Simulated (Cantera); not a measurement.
What does this Cantera script print?

```python
import numpy as np
import cantera as ct

gas_names = """
    B BH BH2 BH3 BN B2 H H2 N NH NH2 NH3 N2 N2H2 N2H4
""".split()
cond_names = """
    B(b) B(L) BN(s)
""".split()


# ... load() reads the species with a 1 bar reference pressure and builds the phases ...
atoms = {
    'borazine': {'B': 3, 'N': 3, 'H': 6},
    'NH3': {'N': 1, 'H': 3},
    'H2': {'H': 2},
}
top_T = {'BN(s)': 3200}  # K; cautious upper limits of use, not melting points


# ... equilibrate(T, P, feed) seeds the gas with the atoms and calls Mixture.equilibrate('TP', solver="vcs", rtol=1e-11, max_steps=5000) ...
results = []
feed = {'borazine': 1, 'NH3': 4.2, 'H2': 5.2}  # mol
P = 42  # Pa
for T in [1698, 1748, 1798, 1848, 1898, 1948, 1998]:
    mix = equilibrate(T, P, feed)
    results.append((T, P, feed, dict(zip(mix.species_names, mix.species_moles))))

top = {s: max(r[3][s] / sum(r[3][g] for g in gas_names) for r in results) for s in gas_names}
cols = sorted((s for s in top if top[s] > 1e-06), key=lambda s: -top[s])[:5]
seen = [c for c in cond_names if any(r[3].get(c, 0) > 1e-12 for r in results)]
print("log10 of partial pressures in bar; condensed amounts in mol")
print(f"{'T/K':>10s}" + "".join(f"{s[:9]:>10s}" for s in cols + seen))
for T, P, feed, n in results:
    ng = sum(n[g] for g in gas_names)
    print(f"{T:10.4g}" + "".join(f"{np.log10(max(n[s] / ng * P / 1e5, 1e-99)):10.3f}" for s in cols)
          + "".join(f"{n.get(c, 0):10.4g}" for c in seen))
```

Result:

```
log10 of partial pressures in bar; condensed amounts in mol
       T/K        H2        N2         H       BH2         B      B(b)     BN(s)
      1698    -3.439    -4.276    -5.559    -8.641   -10.434         0         3
      1748    -3.440    -4.277    -5.361    -8.254    -9.725         0         3
      1798    -3.443    -4.278    -5.175    -7.889    -9.057         0     2.999
      1848    -3.447    -4.280    -4.999    -7.546    -8.424         0     2.999
      1898    -3.452    -4.282    -4.833    -7.223    -7.825         0     2.997
      1948    -3.461    -4.275    -4.678    -6.924    -7.261    0.1089     2.884
      1998    -3.508    -4.093    -4.549    -6.842    -6.890     2.988         0
```

These are equilibrium values from Cantera (NASA tables, ideal gas, pure condensed phases), not measurements of a reactor. The feed counts by its element totals alone. Mutual solubility and eutectic melting of coexisting phases are not modelled. The tables' values for BH2 are old estimates; treat these amounts as uncertain.
